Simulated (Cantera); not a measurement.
Feed: 1 mol SiHCl₃, 0.035 mol CH₄, 320 mol H₂, held at 0.0100 bar.

Method: chemical equilibrium by Gibbs-energy minimisation in Cantera with the NASA 1993 tables (ideal gas, pure condensed phases). Candidate condensed phases: C, C₆H₆, C₇H₈, C₈H₁₈, Si, SiC; 109 gas species. Mutual solubility and eutectic melting of coexisting phases are not modelled. Gases not in the tables: Si₂H₆ and higher silanes. Kinetics and transport are ignored.

### Question
Which condensed phases are stable at each of these points (T (K)): 923, 998, 1073, 1148, 1223, 1298, 1373, 1448, 1523, 1598, 1673, 1748?

### Answer
```tsv
T (K)	condensed phases	Si condensed (%)
923	Si(s) + SiC(s)	62.9
998	Si(s) + SiC(s)	84.1
1073	Si(s) + SiC(s)	92.3
1148	Si(s) + SiC(s)	93.6
1223	Si(s) + SiC(s)	93.5
1298	Si(s) + SiC(s)	93.1
1373	Si(s) + SiC(s)	92.6
1448	Si(s) + SiC(s)	92.1
1523	Si(s) + SiC(s)	91.6
1598	Si(s) + SiC(s)	90.8
1673	Si(s) + SiC(s)	88.9
1748	Si(l) + SiC(s)	85.1
```

From 923 K to 1673 K the condensed part is Si(s) + SiC(s). At 1748 K the condensed part is Si(l) + SiC(s).
